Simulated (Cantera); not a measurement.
A freely propagating, adiabatic, planar premixed flame of 8.65 % CH4, 17.6 % O2, 66.3 % N2, 7.35 % H2O, equivalence ratio 0.98, unburnt at 548 K and 0.840 bar; mixture-averaged transport, grid criteria slope 0.08 and curve 0.16, no radiation.

Detailed kinetics in Cantera: GRI-Mech 3.0 (53 species, 325 reactions). Burning velocities carry a grid error of a few per cent, more on coarse grids.

Q: Predict: laminar burning velocity; thermal thickness; peak x(H); peak x(CH2CO); peak x(CH3).

A: 
```
Item                          Value
------------------------  ---------
laminar burning velocity  88.5 cm/s
thermal thickness          0.489 mm
peak x(H)                   0.00676
peak x(CH2CO)              0.000112
peak x(CH3)                 0.00225
```
